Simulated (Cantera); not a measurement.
Charge: 1 mol MgSO4, 0.23 mol CO2, held at 1625 °C and 0.0120 bar.

Cantera equilibrium calculation (NASA polynomials, part measured and part estimated; ideal gas, pure solids and liquids). Candidate condensed phases: C, Mg, MgCO3, MgO, MgS, MgSO4, S; 26 gas species. Kinetics and transport are ignored.

Base state: SO2 0.576, O2 0.289, CO2 0.132, O 0.00144, CO 0.00120, SO 0.000550, SO3 0.000258 (mole fractions); condensed: MgO(s).

Q: What changes in the equilibrium state with this change: temperature from 1625 °C to 1775 °C?

A: 
```tsv
species	before	after
SO2	0.576	0.572
O2	0.289	0.288
CO2	0.132	0.128
O	0.00144	0.00470
Mg	5.94e-7	1.74e-5
SO	0.000550	0.00221
CO	0.00120	0.00426
SO3	0.000258	0.000166
MgO(s), mol	1.000	1.000
```

Q: What changes in the equilibrium state with this change: CO2 from 0.23 to 0.34 mol?

A: 
```json
[
 {"species": "SO2", "before": "0.576", "after": "0.542"},
 {"species": "O2", "before": "0.289", "after": "0.272"},
 {"species": "CO2", "before": "0.132", "after": "0.183"},
 {"species": "CO", "before": "0.00120", "after": "0.00173"},
 {"species": "SO3", "before": "0.000258", "after": "0.000235"},
 {"species": "SO", "before": "0.000550", "after": "0.000533"},
 {"species": "MgO(s), mol", "before": "1.000", "after": "1.000"}
]
```

Q: What changes in the equilibrium state with this change: temperature from 1625 °C to 452 °C?

A: 
```
species          before    after
-------------  --------  -------
CO2               0.132     1.00
SO2               0.576  2.07e-7
O2                0.289  1.03e-7
O               0.00144    <1e-9
CO              0.00120    <1e-9
SO             0.000550    <1e-9
MgO(s), mol       1.000        0
MgSO4(s), mol         0     1.00
```
